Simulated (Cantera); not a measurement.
A closed system holds: 1 mol HF, 0.95 mol H2O, at 0.133 bar.

Cantera equilibrium calculation (NASA polynomials, part measured and part estimated; ideal gas, pure solids and liquids). Candidate condensed phases: H2O; 22 gas species. The numbers say what is thermodynamically allowed, not how fast it happens.

x: gas mole fraction; nothing condenses.

```json
[
 {"T (°C)": "1252", "x HF": "0.513", "x H2O": "0.487", "x H2": "0.000300", "x O2": "0.000136", "x OH": "5.65e-5"},
 {"T (°C)": "1302", "x HF": "0.513", "x H2O": "0.487", "x H2": "[?]", "x O2": "[?]", "x OH": "[?]"},
 {"T (°C)": "1352", "x HF": "0.513", "x H2O": "0.486", "x H2": "0.000679", "x O2": "0.000302", "x OH": "0.000152"},
 {"T (°C)": "1402", "x HF": "0.513", "x H2O": "0.486", "x H2": "0.000985", "x O2": "0.000434", "x OH": "0.000238"},
 {"T (°C)": "1452", "x HF": "0.512", "x H2O": "0.485", "x H2": "0.00140", "x O2": "0.000610", "x OH": "0.000364"},
 {"T (°C)": "1502", "x HF": "0.512", "x H2O": "0.484", "x H2": "0.00195", "x O2": "0.000842", "x OH": "0.000542"},
 {"T (°C)": "1552", "x HF": "0.512", "x H2O": "0.483", "x H2": "[?]", "x O2": "[?]", "x OH": "[?]"},
 {"T (°C)": "1602", "x HF": "0.512", "x H2O": "0.482", "x H2": "0.00357", "x O2": "0.00152", "x OH": "0.00113"},
 {"T (°C)": "1652", "x HF": "0.511", "x H2O": "0.480", "x H2": "0.00472", "x O2": "0.00199", "x OH": "0.00158"},
 {"T (°C)": "1702", "x HF": "0.511", "x H2O": "0.478", "x H2": "0.00616", "x O2": "0.00257", "x OH": "0.00218"}
]
```

Q: Some entries are withheld; supply them.

A: 
- 1552, x H2: 0.00266
- 1552, x O2: 0.00114
- 1552, x OH: 0.000790
- 1302, x H2: 0.000457
- 1302, x O2: 0.000206
- 1302, x OH: 9.41e-5
